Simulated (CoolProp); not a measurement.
Model: reference Helmholtz-energy equation of state, Tillner-Roth 1997, in CoolProp.

Question: For CH2F2 (R32), give the phase and the cp (kJ/(kg K)), Joule-Thomson coefficient (K/MPa) at 310.4 K and 4.31 MPa; 321.7 K and 4.31 MPa; 389.7 K and 4.31 MPa.

Answer: 
- 310.4 K and 4.31 MPa: liquid; cp 2.00, Joule-Thomson coefficient 0.318
- 321.7 K and 4.31 MPa: liquid; cp 2.23, Joule-Thomson coefficient 0.615
- 389.7 K and 4.31 MPa: gas; cp 1.41, Joule-Thomson coefficient 9.89
